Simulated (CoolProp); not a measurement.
The fluid at 298.15 K and 1.47 MPa (stagnation) flows isentropically through a choked orifice. The same conditions are run with several fluids, on thermodynamics alone (safety and materials aside).

Values from CoolProp's reference Helmholtz-energy equation of state of each fluid (hydrogen chloride: Thol 2018; R13: Platzer 1990; nitrogen: Span 2000; CH3F (R41): Lemmon 2006; CF4 (R14): Platzer 1990). The equations of Platzer and Polt are older, rougher fits.

| fluid | throat to inlet pressure ratio | mass flux (kg/(m² s)) | throat temperature (K) |
|---|---|---|---|
| hydrogen chloride | ___ | ___ | 249.6 |
| R13 | 0.586 | 6450 | ___ |
| nitrogen | 0.526 | 3400 | 247.8 |
| CH3F (R41) | 0.551 | 3860 | 259.4 |
| CF4 (R14) | 0.573 | 5750 | 274.1 |

**Question.** Complete the blanks.

**Answer.** 
- hydrogen chloride, throat to inlet pressure ratio: 0.532
- hydrogen chloride, mass flux (kg/(m² s)): 4030
- R13, throat temperature (K): 275.1
